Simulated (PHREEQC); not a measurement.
Buffer: speciation

Dissolve 0.00855 mol NaH2PO4 and 0.16 mol NaF per kg of water at 25 °C. Closed to the air; pH follows from the charge balance.

Computed with PHREEQC (ion-association model, phreeqc.dat).

Precipitation was switched off in this run.

Estimate the pH, specific conductance.

pH 5.65; specific conductance 13400 µS/cm.

In which forms is Na present?

Na+ 96 %, NaF 4.4 % of the Na.

Species that the database lacks are ignored.
